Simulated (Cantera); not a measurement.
# Ta(OEt)₅ + O₂ + H₂ (tantalum, niobium, vanadium and zirconium in process gases)

Charge: 1 mol Ta(OEt)₅, 0.019 mol O₂, 160 mol H₂, held at 10.0 mbar.

Cantera equilibrium calculation (NASA polynomials, part measured and part estimated; ideal gas, pure solids and liquids). Candidate condensed phases: C, C₆H₆, C₇H₈, C₈H₁₈, H₂O, Ta, TaC, Ta₂O₅; 113 gas species. The feed counts by its element totals alone. TaC: taken at fixed stoichiometry. Condensed phases not in the tables: Ta₂C. Equilibrium is a limit: real reactors are often held back by kinetics, nucleation or transport.

| T (K) | log p H₂ | log p H | log p CO | log p C₂H₂ (acetylene) | log p CH₄ | log p C₂H | log p C₄H₂ | n C(graphite) | n TaC(s) |
|---|---|---|---|---|---|---|---|---|---|
| 1250 | -2.01 | -7.32 | -3.55 | -8.61 | -5.98 | <-14 | <-14 | 3.94 | 1.00 |
| 1350 | -2.01 | -6.63 | -3.55 | -7.92 | -6.26 | <-14 | <-14 | 3.95 | 1.00 |
| 1450 | -2.01 | -6.03 | -3.55 | -7.32 | -6.51 | <-14 | -13.06 | 3.95 | 1.00 |
| 1550 | -2.01 | -5.51 | -3.55 | -6.81 | -6.72 | -12.90 | -12.02 | 3.95 | 1.00 |
| 1650 | -2.01 | -5.05 | -3.55 | -6.35 | -6.90 | -11.75 | -11.10 | 3.94 | 1.00 |
| 1750 | -2.01 | -4.64 | -3.55 | -5.95 | -7.07 | -10.73 | -10.30 | 3.92 | 1.00 |
| 1850 | -2.01 | -4.28 | -3.55 | -5.60 | -7.21 | -9.83 | -9.58 | 3.87 | 1.00 |
| 1950 | -2.02 | -3.95 | -3.55 | -5.28 | -7.35 | -9.02 | -8.94 | 3.77 | 1.00 |
| 2050 | -2.02 | -3.66 | -3.55 | -5.00 | -7.47 | -8.29 | -8.37 | 3.60 | 1.00 |
| 2150 | -2.03 | -3.39 | -3.56 | -4.74 | -7.60 | -7.63 | -7.85 | 3.31 | 1.00 |
| 2250 | -2.05 | -3.15 | -3.56 | -4.52 | -7.72 | -7.03 | -7.39 | 2.85 | 1.00 |
| 2350 | -2.07 | -2.94 | -3.57 | -4.33 | -7.85 | -6.49 | -6.97 | 2.16 | 1.00 |
log p: log10 of the partial pressure in bar; n: condensed amount in mol.

From 1250 K to 2350 K the condensed part is C(graphite) + TaC(s).
